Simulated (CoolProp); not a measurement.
R410A along the isotherm 384.8 K: density (kg/m³) from the reference equation and from simpler models built on Tc = 344.5 K, pc = 4901 kPa, ω = 0.296; each cubic takes its own stable root.

The numbers come from the reference Helmholtz-energy equation of state, Lemmon 2003 in CoolProp. It is a pseudo-pure fit of the blend.

| p (kPa) | phase | reference | ideal gas | van der Waals | Redlich-Kwong | Soave-Redlich-Kwong | Peng-Robinson |
|---|---|---|---|---|---|---|---|
| 175 | gas | 4.006 | 3.970 | 4.003 | 4.006 | 4.003 | 4.008 |
| 350 | gas | 8.086 | 7.941 | 8.073 | 8.084 | 8.074 | 8.094 |
| 525 | gas | 12.24 | 11.91 | 12.21 | 12.24 | 12.21 | 12.26 |
| 700 | gas | 16.48 | 15.88 | 16.43 | 16.47 | 16.43 | 16.51 |
| 875 | gas | 20.79 | 19.85 | 20.72 | 20.79 | 20.72 | 20.85 |
| 1050 | gas | 25.20 | 23.82 | 25.09 | 25.19 | 25.08 | 25.27 |
| 1230 | gas | 29.82 | 27.91 | 29.67 | 29.81 | 29.66 | 29.92 |
| 1400 | gas | 34.27 | 31.76 | 34.08 | 34.27 | 34.07 | 34.41 |
| 1580 | gas | 39.09 | 35.85 | 38.86 | 39.09 | 38.82 | 39.27 |
| 1750 | gas | 43.74 | 39.70 | 43.46 | 43.74 | 43.40 | 43.96 |
| 1930 | gas | 48.78 | 43.79 | 48.44 | 48.78 | 48.35 | 49.03 |
| 2100 | gas | 53.64 | 47.64 | 53.25 | 53.64 | 53.12 | 53.94 |
| 2280 | gas | 58.90 | 51.73 | 58.47 | 58.92 | 58.28 | 59.26 |
| 2450 | gas | 64.00 | 55.58 | 63.51 | 64.03 | 63.25 | 64.41 |
